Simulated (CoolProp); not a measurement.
The numbers come from the reference Helmholtz-energy equation of state, Thol 2018 in CoolProp.

Q: For hydrogen chloride, give the phase and the cv (kJ/(kg K)), isothermal compressibility (1/MPa) at 301.4 K and 52 bar.

A: 
- 301.4 K and 52 bar: liquid; cv 0.915, isothermal compressibility 0.0196
